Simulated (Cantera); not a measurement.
# Ignition delay

Mixture: 12.5 % CH₄, 0.815 % CO, 18.2 % O₂, 68.5 % N₂, equivalence ratio 1.4, at 5.00 bar, adiabatic and at constant pressure. Ignition delay is the time to a rise of 400 K.

Cantera simulation using GRI-Mech 3.0 (53 species, 325 reactions); the numbers are that mechanism's predictions, not measurements.

| T0 (K) | delay (ms) |
|---|---|
| 1023 | 181 |
| 1073 | 81.2 |
| 1123 | 38.4 |
| 1173 | 19.0 |
| 1223 | 9.75 |
| 1273 | 5.17 |
| 1323 | 2.82 |

```yaml
apparent activation energy between 1223 and 1323 K: 170 kJ/mol
```
